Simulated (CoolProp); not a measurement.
R507A along the isobar 6.43 MPa: Z from the reference equation and from simpler models built on Tc = 70.6 °C, pc = 3.705 MPa, ω = 0.286; each cubic takes its own stable root.

Model: reference Helmholtz-energy equation of state, Lemmon 2003, in CoolProp. It is a pseudo-pure fit of the blend.

```
T (°C)          phase  reference  van der Waals  Soave-Redlich-Kwong
------  -------------  ---------  -------------  -------------------
-5.35          liquid        ___         0.3909               0.2700
19.75          liquid     0.2334         0.3797               0.2696
44.95          liquid     0.2378         0.3769               0.2808
70.05          liquid     0.2576            ___               0.3151
95.15   supercritical     0.3425         0.4154                  ___
120.25  supercritical     0.5475         0.4900               0.6025
145.35  supercritical     0.6748         0.5986               0.7208
170.45  supercritical     0.7555         0.6826               0.7975
195.55  supercritical     0.8121         0.7422                  ___
```

Q: Complete the blanks.

A: 
- -5.35, reference: 0.2365
- 70.05, van der Waals: 0.3857
- 95.15, Soave-Redlich-Kwong: 0.4215
- 195.55, Soave-Redlich-Kwong: 0.8515
